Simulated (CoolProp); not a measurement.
Aqueous magnesium chloride as a coolant, 21 % by mass, freezing at -31.9 °C, 1 atm.

Computed with CoolProp (Melinder's fits for secondary coolants).

```csv
T (°C),Prandtl number,viscosity (mPa s),conductivity (W/(m K)),cp (kJ/(kg K))
-28.4,113,18.0,0.465,2.934
-21,81.4,13.1,0.476,2.953
-13.6,59.1,9.69,0.488,2.973
-6.1,43.3,7.23,0.500,2.993
1.3,32.3,5.49,0.513,3.014
8.7,24.4,4.23,0.526,3.034
16.1,18.8,3.31,0.538,3.054
23.6,14.7,2.63,0.551,3.075
31,11.7,2.13,0.563,3.094
38.4,9.53,1.76,0.575,3.114
```
